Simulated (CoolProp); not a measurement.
A simple Rankine cycle with cyclopentane: condensing at 319.15 K, boiler at 0.705 MPa, turbine inlet 399 K, turbine efficiency 0.7, pump efficiency 0.8, no recuperator. Each further row changes one setting.

Computed with CoolProp (reference Helmholtz-energy equation of state, Gedanitz 2015).

```
case                             thermal efficiency (%)  net work (kJ/kg)  heat in (kJ/kg)  turbine exit temperature (K)  volume ratio over the turbine
-------------------------------  ----------------------  ----------------  ---------------  ----------------------------  -----------------------------
as stated                                          11.5                 ?              493                         351.0                           7.71
turbine inlet 419 K                                11.5              60.9              530                         372.8                           7.63
condensing temperature 311.15 K                    12.6                 ?                ?                             ?                              ?
boiler pressure 0.493 MPa                           9.8              48.9                ?                         361.1                              ?
turbine efficiency 0.6                              9.8              48.5              493                         356.6                              ?
```

### Question
Fill in the missing entries.

### Answer

- as stated, net work (kJ/kg): 56.8
- condensing temperature 311.15 K, net work (kJ/kg): 64.1
- condensing temperature 311.15 K, heat in (kJ/kg): 508
- condensing temperature 311.15 K, turbine exit temperature (K): 345.4
- condensing temperature 311.15 K, volume ratio over the turbine: 10.1
- boiler pressure 0.493 MPa, heat in (kJ/kg): 500
- boiler pressure 0.493 MPa, volume ratio over the turbine: 5.28
- turbine efficiency 0.6, volume ratio over the turbine: 7.84
